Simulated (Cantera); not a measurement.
A freely propagating, adiabatic, planar premixed flame of 6.06 % CH4, 3.15 % CO, 19.3 % O2, 71.5 % N2, unburnt at 575 K and 760 Torr; multicomponent+Soret transport, grid criteria slope 0.08 and curve 0.16, no radiation.

Cantera simulation using GRI-Mech 3.0 (53 species, 325 reactions); the numbers are that mechanism's predictions, not measurements. Burning velocities carry a grid error of a few per cent, more on coarse grids.

Predict: laminar burning velocity; thermal thickness; peak x(CH2); peak x(CH2CO).


```json
{
 "laminar_burning_velocity": "92.6 cm/s",
 "thermal_thickness": "0.403 mm",
 "peak x(CH2)": "1.64e-5",
 "peak x(CH2CO)": "3.67e-5"
}
```
